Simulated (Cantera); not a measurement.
**Ignition delay**

Mixture: 22.1 % CO, 1.61 % H2, 3.97 % CH4, 15.2 % O2, 57.1 % N2, at 3400000 Pa, adiabatic and at constant volume. Ignition delay is the time to a rise of 400 K.

Computed with Cantera and GRI-Mech 3.0 (53 species, 325 reactions). The pressure lies above the range GRI-Mech 3.0 was tuned for (to about 10 atm).

```csv
T0 (K),delay (ms)
1250,0.113
1300,0.0696
1350,0.0452
1400,0.0305
1450,0.0212
1500,0.0151
1550,0.0109
1600,0.00805
1650,0.00602
```

```
Item                                                     Value
--------------------------------------------------  ----------
apparent activation energy between 1550 and 1650 K  130 kJ/mol
```
